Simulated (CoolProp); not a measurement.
Vapour-liquid equilibrium of o-xylene (1) + n-undecane (2) at 0.00999 MPa; x and y are mole fractions of (1).

Computed with CoolProp (multi-fluid Helmholtz-energy mixture model, Zhou 2012 and Aleksandrov 2011; pair parameters Bell 2016).

### Question
Give the bubble temperature and the first vapour's composition at x = 0.125, 0.2, 0.95. Is there an azeotrope?

### Answer
x = 0.125: 109.1 °C, y = 0.429; x = 0.2: 103.7 °C, y = 0.583; x = 0.95: 75.2 °C, y = 0.993. No azeotrope shows between x = 0.05 and 0.95.

Pair parameters are fitted to limited data, so mixtures are less certain than the pure fluids.
